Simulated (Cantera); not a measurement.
**Fe + SO2 + CO (metals in furnace atmospheres)**

Input: 1 mol Fe, a varied amount of SO2, 1.8 mol CO, equilibrated at 1823.15 K and 10.0 Pa.

Method: chemical equilibrium by Gibbs-energy minimisation in Cantera with the NASA 1993 tables (ideal gas, pure condensed phases). Candidate condensed phases: C, Fe, Fe(CO)5, FeO, FeS, FeSO4, FeS2, Fe2O3, Fe2(SO4)3, Fe3O4, S; 25 gas species. The tables' stoichiometric FeO is somewhat more stable than real wüstite, so its field is too wide. FeO: taken at fixed stoichiometry. Rates play no part.

```
n(SO2) (mol)   x CO     x SO2   x Fe     x SO   x CO2     x S2      x S  n FeO(l)
------------  -----  --------  -----  -------  ------  -------  -------  --------
0.028         0.622  0.000621  0.354  0.00241  0.0157  0.00163  0.00361         0
0.043         0.612   0.00157  0.352  0.00425  0.0223  0.00245  0.00442         0
0.068         0.598   0.00394  0.349  0.00738  0.0314  0.00356  0.00533         0
0.11          0.578   0.00946  0.344   0.0124  0.0433  0.00492  0.00626         0
0.17          0.554    0.0193  0.337   0.0188  0.0560  0.00620  0.00703         0
0.27          0.520    0.0383  0.326   0.0276  0.0707  0.00744  0.00771         0
0.42          0.497    0.0639  0.298   0.0393  0.0793   0.0109  0.00934    0.0629
0.66          0.468     0.105  0.255   0.0553  0.0873   0.0158   0.0112     0.167
1             0.423     0.166  0.211   0.0723  0.0950   0.0186   0.0122     0.257
1.6           0.350     0.263  0.166   0.0899   0.100   0.0177   0.0119     0.328
2.6           0.263     0.385  0.127    0.101  0.0987   0.0130   0.0102     0.358
```
x: gas mole fraction; n: condensed amount in mol.

From 0.028 mol SO2 to 0.27 mol SO2 nothing is condensed. From 0.42 mol SO2 to 2.6 mol SO2 the condensed part is FeO(l). The main Fe-bearing gas is Fe throughout.
